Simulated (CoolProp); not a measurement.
Values from CoolProp's reference Helmholtz-energy equation of state, Lemmon 2006. It is a short technical equation, of lower accuracy than the large ones.

### Question
For R142b, give the phase and the density (kg/m³), cv (kJ/(kg K)), speed of sound (m/s), Joule-Thomson coefficient (K/MPa) at 405.4 K and 5.16 MPa.

### Answer
- 405.4 K and 5.16 MPa: liquid; density 755, cv 1.04, speed of sound 231, Joule-Thomson coefficient 1.84
